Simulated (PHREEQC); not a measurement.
1 kg of water holding 14 mmol/kgw Na2SO4 and 45 mmol/kgw Na2CO3 is evaporated at 25 °C; the solids stay in contact with the brine. No CO2 enters from the air. Only these solids could form: Burkeite, Mirabilite, Nahcolite, Natron, Thenardite, Trona.

Computed with PHREEQC (Pitzer model, pitzer.dat).

```
water left (kg)  ionic strength  water activity  Natron (mol)  S in solution (mol/kgw)
---------------  --------------  --------------  ------------  -----------------------
1                         0.175           0.997             0                   0.0140
0.6755                      ___             ___             0                   0.0207
0.4563                    0.385           0.994             0                   0.0307
0.3083                    0.571           0.992             0                   0.0454
0.2082                      ___             ___             0                   0.0672
0.1407                      ___           0.984             0                   0.0995
0.09505                     ___           0.977             0                    0.147
0.06421                    2.75             ___             0                    0.218
0.04338                    4.07           0.952             0                    0.323
0.02933                     ___           0.930             0                    0.477
0.01982                    8.92           0.891             0                    0.706
0.009983                   12.0           0.844        0.0190                     1.40
```

### Question
Fill in the missing entries.

### Answer

- 0.6755, ionic strength: 0.259
- 0.6755, water activity: 0.996
- 0.2082, ionic strength: 0.846
- 0.2082, water activity: 0.988
- 0.1407, ionic strength: 1.25
- 0.09505, ionic strength: 1.86
- 0.06421, water activity: 0.967
- 0.02933, ionic strength: 6.03
